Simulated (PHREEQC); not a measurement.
**Copper plating or etch bath (model solution)**

Dissolve 0.057 mol CuSO4, 0.00016 mol HCl and 0.12 mol FeCl3 per kg of water at 81 °C. Closed to the air; pH follows from the charge balance.

Equilibrium calculation in PHREEQC: ion-association model, phreeqc.dat.

Each row changes one thing in this solution. Precipitation was switched off in this run.

```
case                                            pH  ionic strength (mol/kgw)  Cl- (mol/kgw)  FeCl+2 (mol/kgw)  CuCl+ (mol/kgw)  Cu+2 (mol/kgw)  SI of Goethite (FeOOH)  SI of Hematite (Fe2O3)
--------------------------------------------  ----  ------------------------  -------------  ----------------  ---------------  --------------  ----------------------  ----------------------
as made                                       1.87                     0.466          0.272            0.0458           0.0325          0.0200                   +4.85                  +11.93
CuSO4 from 0.057 to 0.0285 mol/kgw            1.75                     0.452          0.275            0.0598           0.0166          0.0100                   +4.60                  +11.44
HCl replaced by NaCl at the same molality     1.87                     0.466          0.272            0.0458           0.0325          0.0200                   +4.85                  +11.94
CuSO4 from 0.057 to 0.0114 mol/kgw            1.67                (withheld)          0.276            0.0696          0.00673         0.00403                   +4.45                  +11.13
temperature from 81 to 5 °C                   2.18                     0.498          0.295            0.0285          0.00357          0.0495              (withheld)                  +10.09
CuSO4 replaced by CuCl2 at the same molality  1.68                     0.515     (withheld)            0.0804           0.0354          0.0179                   +4.43                  +11.08
diluted 100-fold with water                   2.84                   0.00587        0.00356           3.38e-6       (withheld)      (withheld)                   +5.93                  +14.09
temperature from 81 to 75 °C                  1.88                     0.465          0.274            0.0458           0.0301          0.0224                   +4.79                  +11.80
```

Task: Some entries are withheld; supply them.

Result: 
- CuSO4 from 0.057 to 0.0114 mol/kgw, ionic strength (mol/kgw): 0.446
- temperature from 81 to 5 °C, SI of Goethite (FeOOH): +4.09
- CuSO4 replaced by CuCl2 at the same molality, Cl- (mol/kgw): 0.341
- diluted 100-fold with water, CuCl+ (mol/kgw): 3.47e-5
- diluted 100-fold with water, Cu+2 (mol/kgw): 0.000511

Some of these states are supersaturated (in Hematite (slow to form), Goethite (slow to form), for instance). At this temperature some constants are extrapolated from 25 °C, and those without enthalpy data are left unchanged.
